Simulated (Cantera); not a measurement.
Input: 1 mol Si3N4, 0.036 mol O2, 3.2 mol N2, 0.036 mol H2O, equilibrated at 750 Pa.

Cantera equilibrium calculation (NASA polynomials, part measured and part estimated; ideal gas, pure solids and liquids). Candidate condensed phases: H2O, Si, SiO2, Si2N2O, Si3N4; 35 gas species. Mutual solubility and eutectic melting of coexisting phases are not modelled. Equilibrium is a limit: real reactors are often held back by kinetics, nucleation or transport. All values below are at 1398 K.

Base state: N2 0.989, H2 0.0110 (mole fractions); condensed: Si2N2O(s) + Si3N4(s).

Problem. What changes in the equilibrium state with this change: H2O from 0.036 to 0.0025 mol?

Solution. 
```tsv
species	before	after
N2	0.989	0.999
H2	0.0110	0.000774
Si2N2O(s), mol	0.108	0.0745
Si3N4(s), mol	0.928	0.950
```
